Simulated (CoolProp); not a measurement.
Vapour-liquid equilibrium of fluoroethane (R161) (1) + R1234yf (2) at -82.45 °C; x and y are mole fractions of (1).

The numbers come from the multi-fluid Helmholtz-energy mixture model, Wu 2012 and Lemmon 2022; pair parameters Bell 2016 in CoolProp.

```tsv
x	bubble pressure, mixture model (MPa)	bubble pressure, Raoult's law (MPa)	y, mixture model	y, Raoult's law
0.05	0.004714	0.004635	0.093	0.078
0.125	0.005024	0.004841	0.215	0.187
0.2	0.005314	0.005048	0.318	0.287
0.275	0.005584	0.005255	0.408	0.380
0.35	0.005833	0.005462	0.487	0.465
0.425	0.006063	0.005669	0.558	0.544
0.5	0.006273	0.005876	0.622	0.617
0.575	0.006466	0.006083	0.681	0.686
0.65	0.006641	0.006289	0.738	0.750
0.725	0.006801	0.006496	0.793	0.810
0.8	0.006946	0.006703	0.847	0.866
0.875	0.007076	0.006910	0.902	0.919
0.95	0.007189	0.007117	0.960	0.968
```

The largest gap from Raoult's law is +7.0 % in bubble pressure, at x = 0.425. No azeotrope shows between x = 0.05 and 0.95.

Pair parameters are fitted to limited data, so mixtures are less certain than the pure fluids.
